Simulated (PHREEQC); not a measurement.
Solution (25 °C): 0.016 mol CdCl2, 0.007 mol Na2SO4 and 0.0013 mol FeSO4 per kg of water. Closed to the air; pH follows from the charge balance.

Equilibrium calculation in PHREEQC: ion-association model, phreeqc.dat.

This is a speciation only: nothing precipitates in the calculation.

Q: Order these Cl species by the share of Cl that they hold, largest first: Cl-, CdCl2, CdCl+.

A: Cl- (76 %), CdCl+ (21 %), CdCl2 (2.9 %)

The pH is 5.86 and the ionic strength 0.0488 mol/kgw.
